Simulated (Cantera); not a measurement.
Feed: 1 mol CCl₄, 0.92 mol CH₄, at 998.15 K and 0.0133 bar.

Cantera equilibrium calculation (NASA polynomials, part measured and part estimated; ideal gas, pure solids and liquids). Kinetics and transport are ignored.

```csv
species,before,after
HCl,0.958,0.831
Cl,0.000665,0.136
H₂,<1e-9,0.0266
Cl₂,0.0413,0.000156
H,<1e-9,0.00595
C₂H₂ (acetylene),<1e-9,5.14e-5
"C(graphite), mol",1.92,1.92
```
Gas species are given as mole fractions.

Problem. Which change was made?
A. temperature from 998.15 K to 1923.15 K
B. temperature from 998.15 K to 3273 K
C. temperature from 998.15 K to 2150 K
D. temperature from 998.15 K to 1925 K

Solution. C, temperature from 998.15 K to 2150 K
